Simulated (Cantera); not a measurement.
Equilibrium for iron carbonyl, mercury and lead vapours: Hg + O2 + H2

Input: 1 mol Hg, 0.034 mol O2, a varied amount of H2, equilibrated at 600 °C and 47.0 mbar.

Equilibrium computed with Cantera from the NASA thermochemical tables; the gas is ideal and each condensed phase is pure. Candidate condensed phases: H2O, Hg, HgO; 10 gas species. Rates play no part.

From 2.4 mol H2 to 21 mol H2 nothing is condensed. The main Hg-bearing gas is Hg throughout.

| n(H2) (mol) | x H2 | x Hg | x H2O |
|---|---|---|---|
| 2.4 | 0.686 | 0.294 | 0.0200 |
| 3.2 | 0.746 | 0.238 | 0.0162 |
| 4.1 | 0.791 | 0.196 | 0.0133 |
| 5.4 | 0.833 | 0.156 | 0.0106 |
| 7.1 | 0.868 | 0.123 | 0.00840 |
| 9.4 | 0.897 | 0.0962 | 0.00654 |
| 12 | 0.918 | 0.0769 | 0.00523 |
| 16 | 0.937 | 0.0588 | 0.00400 |
| 21 | 0.951 | 0.0455 | 0.00309 |
x: gas mole fraction; nothing condenses.
